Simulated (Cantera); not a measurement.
A closed system holds: 1 mol CuO, 0.86 mol CH4, 7.8 mol H2, equilibrated at 2273 K and 17.0 mbar.

These are equilibrium values from Cantera (NASA tables, ideal gas, pure condensed phases), not measurements of a reactor. Candidate condensed phases: C, C6H6, C7H8, C8H18, Cu, CuO, Cu(OH)2, Cu2O, H2O; 113 gas species. Rates play no part.

Base state: H2 0.773, Cu 0.0853, CO 0.0732, H 0.0566, H2O 0.0116, CO2 0.000199, OH 0.000132, Cu2 2.88e-5 (mole fractions); condensed: gas only.

Question: What changes in the equilibrium state with this change: pressure from 17.0 mbar to 3.60 mbar?

Answer: 
| species | before | after |
|---|---|---|
| H2 | 0.773 | 0.716 |
| H | 0.0566 | 0.119 |
| Cu | 0.0853 | 0.0826 |
| H2O | 0.0116 | 0.0111 |
| CO | 0.0732 | 0.0709 |
| Cu2 | 2.88e-5 | 5.71e-6 |
| O | 6.65e-6 | 3.22e-5 |

Question: What changes in the equilibrium state with this change: pressure from 17.0 mbar to 5.90 mbar?

Answer: 
```
species    before     after
-------  --------  --------
H2          0.773     0.739
H          0.0566    0.0940
Cu         0.0853    0.0837
H2O        0.0116    0.0113
CO         0.0732    0.0718
Cu2       2.88e-5   9.61e-6
O         6.65e-6   1.95e-5
OH       0.000132  0.000223
CO2      0.000199  0.000199
```
